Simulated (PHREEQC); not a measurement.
Consider water at 20 °C with 0.00033 mol/kgw H3BO3 and 0.074 mol/kgw Na2CO3. Closed to the air; pH follows from the charge balance.

The numbers come from PHREEQC with the ion-association model, phreeqc.dat.

This is a speciation only: nothing precipitates in the calculation.

Task: Estimate the pH, density, specific conductance.

Result: pH 11.32; density 1.006 g/cm³; specific conductance 8810 µS/cm.

Task: In which forms is C present?

Result: CO3-2 61 %, NaCO3- 36 %, HCO3- 3.0 % of the C.

Complexes and solids missing from the database can't appear.
